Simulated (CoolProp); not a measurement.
The numbers come from the reference Helmholtz-energy equation of state, de Reuck 1990 in CoolProp.

Problem. Give the vapour pressure (MPa), liquid density (kg/m³), vapour density (kg/m³), liquid cp (kJ/(kg K)) of saturated fluorine at -148.65, -138.45 °C.

Solution. 
| T (°C) | p (MPa) | liquid density (kg/m³) | vapour density (kg/m³) | liquid cp (kJ/(kg K)) |
|---|---|---|---|---|
| -148.65 | 2.08 | 1160 | 104 | 2.00 |
| -138.45 | 3.43 | 1010 | 191 | 2.84 |
